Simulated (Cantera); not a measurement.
Input (Python, Cantera) and output of one run.

```python
import numpy as np
import cantera as ct

gas_names = [...]  # 110 gases of nasa_gas.yaml made of C, H, O
cond_names = """
    C(gr) C6H6(L) C7H8(L) C8H18(L),n-octa H2O(s) H2O(L)
""".split()


# ... load() reads the species with a 1 bar reference pressure and builds the phases ...
atoms = {
    'CO2': {'C': 1, 'O': 2},
    'H2': {'H': 2},
}
top_T = {'C(gr)': 4500}  # K; cautious upper limits of use, not melting points


# ... equilibrate(T, P, feed) seeds the gas with the atoms and calls Mixture.equilibrate('TP', solver="vcs", rtol=1e-11, max_steps=5000) ...
results = []
feed = {'CO2': 1, 'H2': 0.48}  # mol
T = 2373  # K
P = 133.322  # Pa
mix = equilibrate(T, P, feed)
results.append((T, P, feed, dict(zip(mix.species_names, mix.species_moles))))
x = sorted(zip(gas.X, gas.species_names), reverse=True)
print(f"T = {T:g} K  P = {P:g} Pa  gas = {mix.phase_moles(0):.4g} mol")
print("   x: " + "  ".join(f"{s} {v:.3e}" for v, s in x if v > 0.0001))
print("   condensed (mol): " + ("  ".join(f"{mix.phase(i).name} {mix.phase_moles(i):.4g}"
      for i in range(1, mix.n_phases) if mix.phase_moles(i) > 1e-12) or "none"))
```

Output:

```
T = 2373 K  P = 133.322 Pa  gas = 1.802 mol
   x: CO 3.695e-01  CO2 1.853e-01  H2O 1.495e-01  H 8.649e-02  O2 6.201e-02  H2 5.114e-02  O 5.112e-02  OH 4.491e-02
   condensed (mol): none
```

Equilibrium computed with Cantera from the NASA thermochemical tables; the gas is ideal and each condensed phase is pure.
